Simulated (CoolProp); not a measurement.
The numbers come from the reference Helmholtz-energy equation of state, Thol 2016 in CoolProp.

Question: For hexamethyldisiloxane (MM), give the phase and the density (kg/m³), cv (kJ/(kg K)), Joule-Thomson coefficient (K/MPa), expansivity (1/kK) at 346.85 °C and 9660 kPa.

Answer: 
- 346.85 °C and 9660 kPa: supercritical; density 413, cv 2.26, Joule-Thomson coefficient 0.840, expansivity 3.08
